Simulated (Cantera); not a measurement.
## Adiabatic ignition

An adiabatic, constant-volume homogeneous reactor starts with H2 : O2 : N2 = 1 : 0.294 : 1.11 (molar parts), at 1575 K and 3750 Torr.

Model: the H2/O2 subset of GRI-Mech 3.0, which has no nitrogen chemistry, integrated in Cantera. The hydrogen kinetics of GRI-Mech 3.0 are dated; newer H2 mechanisms differ, most at raised pressure. Above 3000 K some thermodynamic fits are extrapolated.

```csv
t (s),T (K),P (bar),x H2,x O2,x O,x HO2,x OH,x H2O2
1.00e-6,1575,5.00,0.416,0.122,1.37e-5,1.87e-5,1.29e-5,5.28e-7
2.51e-6,2315,7.07,0.159,0.00688,0.0119,1.85e-5,0.0241,1.15e-6
6.31e-6,3124,9.03,0.183,0.00150,0.00282,3.96e-6,0.0203,6.11e-7
1.58e-5,3177,9.14,0.184,0.00122,0.00234,3.29e-6,0.0190,5.79e-7
3.98e-5,3177,9.14,0.184,0.00122,0.00234,3.29e-6,0.0190,5.79e-7
0.000100,3177,9.14,0.184,0.00122,0.00234,3.29e-6,0.0190,5.79e-7
0.000251,3177,9.14,0.184,0.00122,0.00234,3.29e-6,0.0190,5.79e-7
0.000631,3177,9.14,0.184,0.00122,0.00234,3.29e-6,0.0190,5.79e-7
0.00158,3177,9.14,0.184,0.00122,0.00234,3.29e-6,0.0190,5.79e-7
0.00398,3177,9.14,0.184,0.00122,0.00234,3.29e-6,0.0190,5.79e-7
0.0100,3177,9.14,0.184,0.00122,0.00234,3.29e-6,0.0190,5.79e-7
0.0251,3177,9.14,0.184,0.00122,0.00234,3.29e-6,0.0190,5.79e-7
0.0631,3177,9.14,0.184,0.00122,0.00234,3.29e-6,0.0190,5.79e-7
0.158,3177,9.14,0.184,0.00122,0.00234,3.29e-6,0.0190,5.79e-7
0.398,3177,9.14,0.184,0.00122,0.00234,3.29e-6,0.0190,5.79e-7
1.00,3177,9.14,0.184,0.00122,0.00234,3.29e-6,0.0190,5.79e-7
```
x: mole fraction; the columns are a selection and need not sum to one.

- time of steepest temperature rise: 2.20 µs
- temperature at 1.00 s: 3177 K
- equilibrium temperature: 3177 K
- x(H2) at 1.00 s: 0.184 (gas-phase equilibrium 0.184)
- x(O2) at 1.00 s: 0.00122 (gas-phase equilibrium 0.00122)
- x(O) at 1.00 s: 0.00234 (gas-phase equilibrium 0.00234)
